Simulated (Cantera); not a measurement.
An adiabatic, constant-pressure homogeneous reactor starts with 14.9 % CH4, 0.986 % C2H6, 15.8 % O2, 59.6 % N2, 8.66 % H2, equivalence ratio 2.4, at 1750 K and 1650 Torr.

Detailed kinetics in Cantera: GRI-Mech 3.0 (53 species, 325 reactions).

Problem. Predict: time of steepest temperature rise; temperature at 0.100 s; equilibrium temperature; x(O2) at 0.100 s; x(HO2) at 0.100 s.

Solution. 
```json
{
  "time_of_steepest_temperature_rise": "27.1 µs",
  "temperature at 0.100 s": "2609 K",
  "equilibrium_temperature": "2609 K",
  "x(O2) at 0.100 s": "1.08e-5 (gas-phase equilibrium 1.08e-5)",
  "x(HO2) at 0.100 s": "1.47e-8 (gas-phase equilibrium 1.47e-8)"
}
```
